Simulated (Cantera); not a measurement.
A Cantera script and its output.

```python
import numpy as np
import cantera as ct

gas = ct.Solution("gri30.yaml")
gas.TPX = 350, 98000, {'CO': 1, 'H2': 0.055, 'CH4': 0.97, 'O2': 2.94, 'N2': 15}
inlet = ct.Reservoir(gas, clone=True)
gas.equilibrate("HP")  # start burning
reactor = ct.IdealGasConstPressureReactor(gas, energy="on", clone=False)
exhaust = ct.Reservoir(gas, clone=True)
tau = [0.032, 0.013, 0.0052, 0.0021, 0.00083, 0.00033, 0.00013, 5.3e-05, 2.1e-05, 8.5e-06][0]
for a, b in ((inlet, reactor), (reactor, exhaust)):
    ct.MassFlowController(a, b, mdot=lambda t: reactor.mass / tau)
net = ct.ReactorNet([reactor])
show = ['CO', 'H2', 'CH4', 'NO2', 'C2H4', 'CH2', 'CH2O']

rows = []
print(f"{'tau/s':>10s}{'T/K':>9s}" + "".join(f"{s:>11s}" for s in show))
for tau in [0.032, 0.013, 0.0052, 0.0021, 0.00083, 0.00033, 0.00013, 5.3e-05, 2.1e-05, 8.5e-06]:
    net.initial_time = 0.0
    net.advance(30 * tau)
    before = gas.X
    net.advance(40 * tau)
    drift = np.max(np.abs(gas.X - before) / (gas.X + 1e-9))
    rows.append([gas.T, *gas[show].X, drift])
    print(f"{tau:10.3e}{gas.T:9.1f}" + "".join(f"{x:11.3e}" for x in gas[show].X))
```

Output:

```
     tau/s      T/K         CO         H2        CH4        NO2       C2H4        CH2       CH2O
 3.200e-02   1838.2  3.701e-03  8.443e-04  1.288e-05  2.626e-08  1.753e-09  1.822e-07  1.752e-06
 1.300e-02   1812.5  5.891e-03  1.359e-03  2.318e-05  1.798e-08  3.608e-09  3.215e-07  3.070e-06
 5.200e-03   1774.6  9.028e-03  2.100e-03  4.331e-05  1.247e-08  7.725e-09  5.297e-07  5.410e-06
 2.100e-03   1722.7  1.320e-02  3.039e-03  8.483e-05  8.707e-09  1.834e-08  8.163e-07  9.679e-06
 8.300e-04   1650.7  1.919e-02  4.118e-03  1.880e-04  5.700e-09  5.599e-08  1.248e-06  1.883e-05
 3.300e-04   1544.6  2.999e-02  5.158e-03  5.494e-04  3.014e-09  2.963e-07  2.115e-06  4.514e-05
 1.300e-04    350.0  5.009e-02  2.755e-03  4.859e-02  3.082e-20  9.393e-19  6.014e-35  1.171e-17
 5.300e-05    350.0  5.009e-02  2.755e-03  4.859e-02  7.075e-24  2.156e-22  2.009e-36  2.687e-21
 2.100e-05    350.0  5.009e-02  2.755e-03  4.859e-02  4.469e-25  1.362e-23  2.447e-36  1.697e-22
 8.500e-06    350.0  5.009e-02  2.755e-03  4.859e-02  2.823e-26  8.604e-25  4.673e-37  1.072e-23
```

Detailed kinetics in Cantera: GRI-Mech 3.0 (53 species, 325 reactions).
